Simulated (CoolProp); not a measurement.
A simple Rankine cycle with n-pentane: condensing at 299.15 K, boiler at 0.251 MPa, turbine inlet 353.8 K, turbine efficiency 0.9, pump efficiency 0.6, no recuperator. Each further row changes one setting.

The numbers come from the reference Helmholtz-energy equation of state, Thol 2019 in CoolProp.

| case | thermal efficiency (%) | net work (kJ/kg) | heat in (kJ/kg) | turbine exit temperature (K) | volume ratio over the turbine |
|---|---|---|---|---|---|
| as stated | ___ | ___ | 457 | 327.3 | 3.44 |
| turbine inlet 373.8 K | 9.0 | 44.9 | 498 | 347.5 | 3.42 |
| condensing temperature 291.15 K | 10.9 | 51.8 | ___ | 321.3 | 4.60 |
| boiler pressure 0.176 MPa | ___ | 31.0 | 460 | 335.1 | ___ |
| turbine efficiency 0.8 | 8.1 | 37.2 | 457 | 329.9 | 3.47 |

### Question
Fill in the missing entries.

### Answer

- as stated, thermal efficiency (%): 9.2
- as stated, net work (kJ/kg): 42.0
- condensing temperature 291.15 K, heat in (kJ/kg): 475
- boiler pressure 0.176 MPa, thermal efficiency (%): 6.7
- boiler pressure 0.176 MPa, volume ratio over the turbine: 2.41
